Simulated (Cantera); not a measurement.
## Calcination and drying: Ca(OH)2 + C + O2

A closed system holds: 1 mol Ca(OH)2, 0.38 mol C, 6.8 mol O2, equilibrated at 2.40 bar.

These are equilibrium values from Cantera (NASA tables, ideal gas, pure condensed phases), not measurements of a reactor. Candidate condensed phases: C, C6H6, C7H8, C8H18, Ca, CaCO3, CaO, Ca(OH)2, H2O; 115 gas species. The numbers say what is thermodynamically allowed, not how fast it happens.

From 525 K to 700 K the condensed part is CaCO3(calcite) + Ca(OH)2(s). At 725 K the condensed part is CaCO3(calcite) + CaO(s) + Ca(OH)2(s). From 750 K to 850 K the condensed part is CaCO3(calcite) + CaO(s).

```tsv
T (K)	x O2	x H2O	x CO2	x OH	n CaCO3(calcite)	n Ca(OH)2(s)	n CaO(s)
525	0.944	0.0559	5.39e-8	<1e-12	0.380	0.620	0
550	0.944	0.0559	1.13e-7	<1e-12	0.380	0.620	0
575	0.944	0.0559	2.22e-7	<1e-12	0.380	0.620	0
600	0.944	0.0559	4.13e-7	<1e-12	0.380	0.620	0
625	0.944	0.0559	7.34e-7	<1e-12	0.380	0.620	0
650	0.944	0.0559	1.25e-6	2.77e-12	0.380	0.620	0
675	0.944	0.0559	2.05e-6	8.39e-12	0.380	0.620	0
700	0.944	0.0559	3.24e-6	2.35e-11	0.380	0.620	0
725	0.902	0.0977	8.72e-6	8.02e-11	0.380	0.305	0.315
750	0.865	0.135	2.28e-5	2.28e-10	0.380	0	0.620
775	0.865	0.135	5.59e-5	5.28e-10	0.380	0	0.620
800	0.865	0.135	0.000130	1.16e-9	0.379	0	0.621
825	0.865	0.135	0.000285	2.43e-9	0.378	0	0.622
850	0.865	0.135	0.000598	4.86e-9	0.376	0	0.624
```
x: gas mole fraction; n: condensed amount in mol.
